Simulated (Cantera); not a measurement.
Cantera run:

```python
import numpy as np
import cantera as ct

gas_names = """
    B BF BF2 BF3 BN BO BOF BOF2 BO2 B2 B2O B2O2 B2O3 B3O3F3 F FO FO2 F2 F2O N NF NF2 NF3 NO NO2 NO3 N2
    N2O O O2 O3
""".split()
cond_names = """
    B(b) B(L) BN(s) B2O3(L)
""".split()


def load(file, names, dense=False):
    # The tables refer to 1 bar. Condensed volumes are neglected.
    table = {s.name: s for s in ct.Species.list_from_file(file)}
    out = []
    for n in names:
        d = dict(table[n].input_data)
        d["thermo"] = dict(d["thermo"], **{"reference-pressure": 1e5})
        if dense:
            d["equation-of-state"] = {"model": "constant-volume", "density": "1e6 g/cm^3"}
        out.append(ct.Species.from_dict(d))
    return out


gas = ct.Solution(thermo="ideal-gas", species=load("nasa_gas.yaml", gas_names))
cond = {s.name: ct.Solution(thermo="fixed-stoichiometry", species=[s], name=s.name)
        for s in load("nasa_condensed.yaml", cond_names, dense=True)}
atoms = {
    'BF3': {'B': 1, 'F': 3},
    'O2': {'O': 2},
    'N2': {'N': 2},
}
top_T = {'BN(s)': 3200}  # K; cautious upper limits of use, not melting points


def equilibrate(T, P, feed):
    n = {}
    for name, mol in feed.items():
        for a, k in atoms[name].items():
            n[a] = n.get(a, 0.0) + k * mol
    gas.TPX = T, P, n
    mass = sum(n.values()) * gas.mean_molecular_weight
    gas.equilibrate("TP")
    valid = [c for c in cond.values() if c.min_temp <= T <= top_T.get(c.name, c.max_temp)]
    mix = ct.Mixture([(gas, mass / gas.mean_molecular_weight)] + [(c, 0.0) for c in valid])
    mix.T, mix.P = T, P
    mix.equilibrate("TP", solver="vcs", rtol=1e-11, max_steps=5000)
    return mix


results = []
T = 1050  # K
P = 1000  # Pa
for m in [1, 1.7, 2.8, 4.7, 7.9, 13, 22, 38, 63, 110]:
    feed = {'BF3': 1, 'O2': 6.4, 'N2': m}  # mol
    mix = equilibrate(T, P, feed)
    results.append((T, P, feed, dict(zip(mix.species_names, mix.species_moles))))

top = {s: max(r[3][s] / sum(r[3][g] for g in gas_names) for r in results) for s in gas_names}
cols = sorted((s for s in top if top[s] > 1e-05), key=lambda s: -top[s])[:8]
seen = [c for c in cond_names if any(r[3].get(c, 0) > 1e-12 for r in results)]
print("log10 of partial pressures in bar; condensed amounts in mol")
print(f"{'n(N2)':>10s}" + "".join(f"{s[:9]:>10s}" for s in cols + seen))
for T, P, feed, n in results:
    ng = sum(n[g] for g in gas_names)
    print(f"{feed['N2']:10.4g}" + "".join(f"{np.log10(max(n[s] / ng * P / 1e5, 1e-99)):10.3f}" for s in cols)
          + "".join(f"{n.get(c, 0):10.4g}" for c in seen))
```

It prints:

```
log10 of partial pressures in bar; condensed amounts in mol
     n(N2)        N2        O2       BF3        NO
         1    -2.924    -2.118    -2.924    -6.408
       1.7    -2.729    -2.153    -2.959    -6.327
       2.8    -2.561    -2.202    -3.009    -6.269
       4.7    -2.411    -2.277    -3.083    -6.230
       7.9    -2.287    -2.379    -3.185    -6.220
        13    -2.196    -2.503    -3.310    -6.236
        22    -2.126    -2.662    -3.468    -6.281
        38    -2.077    -2.851    -3.657    -6.351
        63    -2.048    -3.041    -3.848    -6.432
       110    -2.028    -3.264    -4.070    -6.533
```

Method: chemical equilibrium by Gibbs-energy minimisation in Cantera with the NASA 1993 tables (ideal gas, pure condensed phases).
